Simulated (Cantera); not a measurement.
A closed system holds: 1 mol CHF3, a varied amount of CH4, 0.36 mol H2, held at 1723.15 K and 2.50 Pa.

Cantera equilibrium calculation (NASA polynomials, part measured and part estimated; ideal gas, pure solids and liquids). Candidate condensed phases: C, C6H6, C7H8, C8H18; 95 gas species. Gases not in the tables: C2F6 and larger saturated fluorocarbons. Rates play no part.

### Question
At 0.2 mol CH4, list the 4 most abundant gas species with their mole fractions, and the condensed phases.

### Answer
HF 0.905, F 0.0552, CF2 0.0210, CF4 0.0186. Condensed: C(graphite).
